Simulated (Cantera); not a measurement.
**V2O3 + H2 + H2O (hydrogen reduction and annealing atmospheres)**

Charge: 1 mol V2O3, 340 mol H2, 0.6 mol H2O, at 1825 °C.

Equilibrium computed with Cantera from the NASA thermochemical tables; the gas is ideal and each condensed phase is pure. Candidate condensed phases: H2O, V, VO, V2O3, V2O4, V2O5; 12 gas species. VO: taken at fixed stoichiometry. The numbers say what is thermodynamically allowed, not how fast it happens.

From 10.0 Pa to 130 Pa nothing is condensed. From 460 Pa to 1000000 Pa the condensed part is VO(l). The main V-bearing gas is VO throughout.

```
P (Pa)    x H2       x H    x H2O      x VO     x VO2       x V  n VO(l)
-------  -----  --------  -------  --------  --------  --------  -------
10       0.729     0.263  0.00263   0.00284   0.00176  0.000475        0
36       0.843     0.149  0.00295   0.00304   0.00183  0.000527        0
130      0.910    0.0814  0.00313   0.00317   0.00187  0.000557        0
460      0.949    0.0442  0.00369   0.00169   0.00113  0.000263    0.923
1700     0.972    0.0233  0.00434  0.000457  0.000351   6.20e-5     1.70
6000     0.983    0.0125  0.00457  0.000130  0.000104   1.68e-5     1.91
22000    0.989   0.00652  0.00465   3.53e-5   2.86e-5   4.54e-6     1.98
77000    0.992   0.00349  0.00468   1.01e-5   8.19e-6   1.29e-6     1.99
280000   0.993   0.00183  0.00469   2.78e-6   2.25e-6   3.56e-7     2.00
1000000  0.994  0.000970  0.00469   7.77e-7   6.31e-7   9.96e-8     2.00
```
x: gas mole fraction; n: condensed amount in mol.
